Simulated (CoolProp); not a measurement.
Vapour-liquid equilibrium of 1-butene (1) + acetone (2) at 381.2 K; x and y are mole fractions of (1).

Values from CoolProp's multi-fluid Helmholtz-energy mixture model, Lemmon 2005 and Lemmon 2006; pair parameters Bell 2016.

| x | bubble pressure, mixture model (kPa) | bubble pressure, Raoult's law (kPa) | y, mixture model | y, Raoult's law |
|---|---|---|---|---|
| 0.05 | 605.8 | 536.8 | 0.255 | 0.194 |
| 0.125 | 813.1 | 658.4 | 0.459 | 0.394 |
| 0.2 | 996.0 | 780.0 | 0.573 | 0.533 |
| 0.275 | 1155 | 901.7 | 0.645 | 0.634 |
| 0.35 | 1291 | 1023 | 0.696 | 0.711 |
| 0.425 | 1409 | 1145 | 0.735 | 0.771 |
| 0.5 | 1513 | 1267 | 0.767 | 0.820 |
| 0.575 | 1607 | 1388 | 0.795 | 0.861 |
| 0.65 | 1695 | 1510 | 0.823 | 0.894 |
| 0.725 | 1781 | 1632 | 0.853 | 0.923 |
| 0.8 | 1865 | 1753 | 0.885 | 0.948 |
| 0.875 | 1948 | 1875 | 0.922 | 0.970 |
| 0.95 | 2028 | 1997 | 0.966 | 0.989 |

The largest gap from Raoult's law is +28.1 % in bubble pressure, at x = 0.275. No azeotrope shows between x = 0.05 and 0.95.

The pair parameters rest on a limited set of measurements; away from them the model extrapolates.
